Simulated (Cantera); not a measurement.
Charge: 1 mol HMDSO, 6.6 mol CO2, 10 mol H2, held at 0.0780 bar.

These are equilibrium values from Cantera (NASA tables, ideal gas, pure condensed phases), not measurements of a reactor. Candidate condensed phases: C, C6H6, C7H8, C8H18, H2O, Si, SiC, SiO2; 123 gas species. The feed counts by its element totals alone. The tables hold silica as quartz up to 1696 K and as liquid above; real silica turns to tridymite and cristobalite and melts near 1996 K. The numbers say what is thermodynamically allowed, not how fast it happens. All values below are at 1227 °C.

Base state: H2 0.650, CO 0.349, SiO 0.000469, CH4 8.47e-5, H 5.08e-5, H2O 3.04e-5 (mole fractions); condensed: C(graphite) + SiO2(β-quartz).

**Question.** What changes in the equilibrium state with this change: CO2 from 6.6 to 0.17 mol?

**Answer.** 
```tsv
species	before	after
H2	0.650	0.934
CO	0.349	0.0658
CH4	8.47e-5	0.000175
SiO	0.000469	0.000129
H2O	3.04e-5	8.23e-6
H	5.08e-5	6.09e-5
C(graphite), mol	2.38	2.83
SiO2(β-quartz), mol	1.99	0
SiC(s), mol	0	2.00
```
